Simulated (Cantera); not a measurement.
A Cantera script and what it prints.

```python
import numpy as np
import cantera as ct

gas_names = """
    O2 ZrO2 CO PbO
""".split()
cond_names = """
    Mg(cr) Mg(L) MgO(s) MgO(L) Li(cr) Li(L) Li2O(s) Li2O(L) Zr(a) Zr(b) Zr(L) C(gr) Pb(cr) Pb(L)
""".split()


# ... load() reads the species with a 1 bar reference pressure and builds the phases ...
species = {s.name: s for s in load("nasa_gas.yaml", gas_names) + load("nasa_condensed.yaml", cond_names)}
# Each term lists the table entries of one substance; the one whose range holds T is used.
reactions = {
    '2 Mg + O2(g) = 2 MgO':
        [(-2, ['Mg(cr)', 'Mg(L)']), (-1, ['O2']), (2, ['MgO(s)', 'MgO(L)'])],
    '4 Li + O2(g) = 2 Li2O':
        [(-4, ['Li(cr)', 'Li(L)']), (-1, ['O2']), (2, ['Li2O(s)', 'Li2O(L)'])],
    'Zr + O2(g) = ZrO2(g)':
        [(-1, ['Zr(a)', 'Zr(b)', 'Zr(L)']), (-1, ['O2']), (1, ['ZrO2'])],
    '2 C + O2(g) = 2 CO(g)':
        [(-2, ['C(gr)']), (-1, ['O2']), (2, ['CO'])],
    '2 Pb + O2(g) = 2 PbO(g)':
        [(-2, ['Pb(cr)', 'Pb(L)']), (-1, ['O2']), (2, ['PbO'])],
}


def pick(names, T):
    return next(species[n] for n in names if species[n].thermo.min_temp <= T <= species[n].thermo.max_temp)


results = []
for label, terms in reactions.items():
    print(label)
    print("     T/K   dH/kJ  dS/(J/K)   dG/kJ   log10 K")
    for T in [898, 1048, 1198, 1348, 1498, 1648]:
        used = [(nu, pick(names, T)) for nu, names in terms]
        dH = sum(nu * s.thermo.h(T) for nu, s in used) / 1e6
        dS = sum(nu * s.thermo.s(T) for nu, s in used) / 1e3
        dG = dH - T * dS / 1e3
        logK = -dG * 1e6 / (ct.gas_constant * T * np.log(10))
        results.append((label, T, dH, dS, dG, logK, [s.name for _, s in used]))
        print(f"{T:8g} {dH:8.1f} {dS:8.1f} {dG:8.1f} {logK:8.2f}")
```

It prints:

```
2 Mg + O2(g) = 2 MgO
     T/K   dH/kJ  dS/(J/K)   dG/kJ   log10 K
     898  -1200.0   -212.5  -1009.2    58.70
    1048  -1216.9   -230.7   -975.1    48.60
    1198  -1216.9   -230.7   -940.5    41.01
    1348  -1216.8   -230.6   -905.9    35.10
    1498  -1216.5   -230.4   -871.3    30.38
    1648  -1216.1   -230.2   -836.8    26.52
4 Li + O2(g) = 2 Li2O
     T/K   dH/kJ  dS/(J/K)   dG/kJ   log10 K
     898  -1210.8   -278.4   -960.8    55.89
    1048  -1207.0   -275.3   -918.5    45.78
    1198  -1202.7   -271.5   -877.4    38.26
    1348  -1197.6   -267.5   -837.0    32.43
    1498  -1192.0   -263.5   -797.2    27.80
    1648  -1186.1   -259.8   -757.9    24.02
Zr + O2(g) = ZrO2(g)
     T/K   dH/kJ  dS/(J/K)   dG/kJ   log10 K
     898   -290.3     22.3   -310.2    18.05
    1048   -291.7     20.8   -313.5    15.62
    1198   -297.1     16.0   -316.3    13.79
    1348   -298.2     15.1   -318.6    12.35
    1498   -299.5     14.2   -320.8    11.19
    1648   -301.0     13.3   -322.9    10.23
2 C + O2(g) = 2 CO(g)
     T/K   dH/kJ  dS/(J/K)   dG/kJ   log10 K
     898   -222.8    177.8   -382.5    22.25
    1048   -224.5    176.0   -409.0    20.39
    1198   -226.4    174.4   -435.3    18.98
    1348   -228.4    172.8   -461.4    17.88
    1498   -230.4    171.4   -487.2    16.99
    1648   -232.5    170.0   -512.8    16.25
2 Pb + O2(g) = 2 PbO(g)
     T/K   dH/kJ  dS/(J/K)   dG/kJ   log10 K
     898    119.3    108.3     22.0    -1.28
    1048    116.4    105.3      6.0    -0.30
    1198    113.5    102.7     -9.6     0.42
    1348    110.7    100.6    -24.8     0.96
    1498    108.0     98.6    -39.8     1.39
    1648    105.2     96.9    -54.4     1.72
```

Standard-state values (1 bar) from the NASA 1993 polynomials, evaluated with Cantera. Condensed species are held in their standard states even where they would react or evaporate.
